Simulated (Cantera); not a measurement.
A closed system holds: 1 mol C2H5OH, 0.32 mol CO2, held at 10000 Pa.

Cantera equilibrium calculation (NASA polynomials, part measured and part estimated; ideal gas, pure solids and liquids). Candidate condensed phases: C, C6H6, C7H8, C8H18, H2O; 110 gas species. Rates play no part.

### Question
What share of the C ends up in condensed phases as a function of T (K), at 575, 775, 975, 1175, 1375, 1575, 1775, 1975?

### Answer
| T (K) | C condensed (%) | as |
|---|---|---|
| 575 | 58.1 | C(graphite) |
| 775 | 63.1 | C(graphite) |
| 975 | 32.8 | C(graphite) |
| 1175 | 29.4 | C(graphite) |
| 1375 | 29.3 | C(graphite) |
| 1575 | 29.3 | C(graphite) |
| 1775 | 29.3 | C(graphite) |
| 1975 | 29.1 | C(graphite) |
